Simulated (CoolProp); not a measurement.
Propylene along the isobar 4.96 MPa: fugacity coefficient from the reference equation and from simpler models built on Tc = 91.1 °C, pc = 4.555 MPa, ω = 0.146; each cubic takes its own stable root.

The numbers come from the reference Helmholtz-energy equation of state, Lemmon 2013 in CoolProp.

```csv
T (°C),phase,reference
-103.85,liquid,0.0007223
-87.65,liquid,0.002553
-71.35,liquid,0.007171
-55.15,liquid,0.01671
-38.85,liquid,0.03397
-22.55,liquid,0.06171
-6.35,liquid,0.1020
9.95,liquid,0.1571
26.15,liquid,0.2267
42.45,liquid,0.3111
58.65,liquid,0.4072
74.95,liquid,0.5125
91.25,supercritical,0.6191
107.45,supercritical,0.6880
123.75,supercritical,0.7307
```

**Question.** How far does each simpler model (van der Waals, Redlich-Kwong, Soave-Redlich-Kwong, Peng-Robinson) lie from the reference over these 15 states: mean and median of the absolute difference, and the worst?

**Answer.** 
- van der Waals: mean 419.7 %, median 91.8 %, worst +2803.2 % at -103.85 °C and 4.96 MPa
- Redlich-Kwong: mean 16.0 %, median 17.0 %, worst +30.7 % at -71.35 °C and 4.96 MPa
- Soave-Redlich-Kwong: mean 1.4 %, median 1.2 %, worst +2.9 % at 42.45 °C and 4.96 MPa
- Peng-Robinson: mean 1.9 %, median 1.2 %, worst +7.2 % at -103.85 °C and 4.96 MPa
